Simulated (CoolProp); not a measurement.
Vapour-liquid equilibrium of benzene (1) + n-octane (2) at 107 kPa; x and y are mole fractions of (1).

Computed with CoolProp (multi-fluid Helmholtz-energy mixture model, Thol 2012 and Beckmüller 2019; pair parameters Bell 2016).

```
x     bubble temperature (K)  y at the bubble point  dew temperature at overall composition x (K)  liquid density (mol/L)
----  ----------------------  ---------------------  --------------------------------------------  ----------------------
0.05                   395.9                  0.163                                         399.3                   5.502
0.2                    383.6                  0.499                                         394.8                   6.031
0.35                   374.7                  0.685                                         389.6                   6.610
0.5                    368.2                  0.796                                         383.6                   7.259
0.65                   363.4                  0.870                                         376.5                   8.008
0.8                        …                  0.928                                         367.9                   8.897
0.95                       …                      …                                         358.1                   9.975
```

Q: Some entries are withheld; supply them.

A: 
- 0.8, bubble temperature (K): 359.5
- 0.95, bubble temperature (K): 356.1
- 0.95, y at the bubble point: 0.982

No azeotrope shows between x = 0.05 and 0.95.

Pair parameters are fitted to limited data, so mixtures are less certain than the pure fluids.
